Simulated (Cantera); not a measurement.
Input (Python, Cantera) and output of one run.

```python
import numpy as np
import cantera as ct

gas_names = [...]  # 118 gases of nasa_gas.yaml made of C, Cl, F, H
cond_names = """
    C(gr) C6H6(L) C7H8(L) C8H18(L),n-octa
""".split()


# ... load() reads the species with a 1 bar reference pressure and builds the phases ...
atoms = {
    'c-C4F8': {'C': 4, 'F': 8},
    'HCl': {'H': 1, 'CL': 1},
    'H2': {'H': 2},
}
top_T = {'C(gr)': 4500}  # K; cautious upper limits of use, not melting points


# ... equilibrate(T, P, feed) seeds the gas with the atoms and calls Mixture.equilibrate('TP', solver="vcs", rtol=1e-11, max_steps=5000) ...
results = []
feed = {'c-C4F8': 1, 'HCl': 0.056, 'H2': 2.2}  # mol
P = 1100  # Pa
for T in [1225, 1425, 1625, 1825, 2025, 2225, 2425, 2625, 2825, 3025, 3225]:
    mix = equilibrate(T, P, feed)
    results.append((T, P, feed, dict(zip(mix.species_names, mix.species_moles))))
    x = sorted(zip(gas.X, gas.species_names), reverse=True)
    print(f"T = {T:g} K  P = {P:g} Pa  gas = {mix.phase_moles(0):.4g} mol")
    print("   x: " + "  ".join(f"{s} {v:.3e}" for v, s in x if v > 0.0001))
    print("   condensed (mol): " + ("  ".join(f"{mix.phase(i).name} {mix.phase_moles(i):.4g}"
          for i in range(1, mix.n_phases) if mix.phase_moles(i) > 1e-12) or "none"))
```

It prints:

```
T = 1225 K  P = 1100 Pa  gas = 5.358 mol
   x: HF 8.220e-01  CF4 1.677e-01  HCL 9.651e-03  CL 5.210e-04  CCLF3 1.186e-04
   condensed (mol): C(gr) 3.101
T = 1425 K  P = 1100 Pa  gas = 5.372 mol
   x: HF 8.233e-01  CF4 1.663e-01  HCL 6.161e-03  CL 3.844e-03  CCLF3 1.431e-04  CL2 1.377e-04
   condensed (mol): C(gr) 3.105
T = 1625 K  P = 1100 Pa  gas = 5.393 mol
   x: HF 8.242e-01  CF4 1.641e-01  CL 8.148e-03  HCL 2.066e-03  CF2 9.219e-04  F 2.606e-04  CF3 1.010e-04
   condensed (mol): C(gr) 3.109
T = 1825 K  P = 1100 Pa  gas = 5.433 mol
   x: HF 8.195e-01  CF4 1.576e-01  CL 9.672e-03  CF2 8.586e-03  F 3.369e-03  CF3 6.121e-04  HCL 5.822e-04
   condensed (mol): C(gr) 3.094
T = 2025 K  P = 1100 Pa  gas = 5.637 mol
   x: HF 7.902e-01  CF4 1.261e-01  CF2 4.630e-02  F 2.508e-02  CL 9.724e-03  CF3 2.241e-03  HCL 1.876e-04  CF 1.315e-04
   condensed (mol): C(gr) 3.015
T = 2225 K  P = 1100 Pa  gas = 6.309 mol
   x: HF 7.061e-01  CF2 1.242e-01  F 1.073e-01  CF4 4.846e-02  CL 8.791e-03  CF3 3.622e-03  CF 1.345e-03
   condensed (mol): C(gr) 2.879
T = 2425 K  P = 1100 Pa  gas = 7.109 mol
   x: HF 6.266e-01  F 2.351e-01  CF2 1.187e-01  CL 7.823e-03  CF 6.050e-03  CF4 3.895e-03  CF3 1.480e-03  H 1.326e-04
   condensed (mol): C(gr) 3.074
T = 2625 K  P = 1100 Pa  gas = 7.606 mol
   x: HF 5.850e-01  F 3.310e-01  CF2 5.949e-02  CF 1.557e-02  CL 7.308e-03  H 8.251e-04  C3 2.872e-04  CF3 2.620e-04  CF4 1.262e-04
   condensed (mol): C(gr) 3.418
T = 2825 K  P = 1100 Pa  gas = 7.949 mol
   x: HF 5.557e-01  F 3.747e-01  CF 2.941e-02  CF2 2.327e-02  CL 6.977e-03  H 4.750e-03  C3 3.893e-03  C 7.855e-04  C2 3.820e-04
   condensed (mol): C(gr) 3.473
T = 3025 K  P = 1100 Pa  gas = 8.591 mol
   x: HF 4.953e-01  F 3.739e-01  CF 4.554e-02  C3 3.694e-02  H 2.263e-02  CF2 8.229e-03  CL 6.436e-03  C 5.833e-03  C2 3.771e-03  C5 7.288e-04  C2H 2.694e-04  H2 1.941e-04  C4 1.340e-04
   condensed (mol): C(gr) 2.43
T = 3225 K  P = 1100 Pa  gas = 10.14 mol
   x: F 3.727e-01  HF 3.643e-01  C3 9.372e-02  H 7.261e-02  CF 4.711e-02  C 2.391e-02  C2 1.403e-02  CL 5.449e-03  CF2 2.331e-03  C5 1.628e-03  C2H 9.654e-04  H2 6.422e-04  C4 4.098e-04
   condensed (mol): none
```

Cantera equilibrium calculation (NASA polynomials, part measured and part estimated; ideal gas, pure solids and liquids). The feed counts by its element totals alone. Gases not in the tables: C2F6 and larger saturated fluorocarbons.
